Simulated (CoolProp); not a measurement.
A simple Rankine cycle with ethanol: condensing at 324.15 K, boiler at 0.587 MPa, turbine inlet 409 K, turbine efficiency 0.85, pump efficiency 0.6, no recuperator. Each further row changes one setting.

The numbers come from the reference Helmholtz-energy equation of state, Schroeder 2014 in CoolProp.

```json
[
 {"case": "as stated", "thermal efficiency (%)": "___", "net work (kJ/kg)": "___", "heat in (kJ/kg)": "998", "turbine exit temperature (K)": "324.1", "volume ratio over the turbine": "15.7"},
 {"case": "turbine inlet 429 K", "thermal efficiency (%)": "___", "net work (kJ/kg)": "157", "heat in (kJ/kg)": "___", "turbine exit temperature (K)": "324.1", "volume ratio over the turbine": "15.2"},
 {"case": "condensing temperature 316.15 K", "thermal efficiency (%)": "16.3", "net work (kJ/kg)": "___", "heat in (kJ/kg)": "1020", "turbine exit temperature (K)": "316.2", "volume ratio over the turbine": "22.5"},
 {"case": "boiler pressure 0.411 MPa", "thermal efficiency (%)": "13.4", "net work (kJ/kg)": "135", "heat in (kJ/kg)": "1010", "turbine exit temperature (K)": "324.1", "volume ratio over the turbine": "10.9"},
 {"case": "turbine efficiency 0.75", "thermal efficiency (%)": "13.2", "net work (kJ/kg)": "131", "heat in (kJ/kg)": "998", "turbine exit temperature (K)": "324.1", "volume ratio over the turbine": "16.0"}
]
```

**Question.** Fill in the missing entries.

**Answer.** 
- as stated, thermal efficiency (%): 14.9
- as stated, net work (kJ/kg): 149
- turbine inlet 429 K, thermal efficiency (%): 15.1
- turbine inlet 429 K, heat in (kJ/kg): 1040
- condensing temperature 316.15 K, net work (kJ/kg): 167

The expansion ends wet for: as stated; turbine inlet 429 K; condensing temperature 316.15 K; boiler pressure 0.411 MPa; turbine efficiency 0.75.
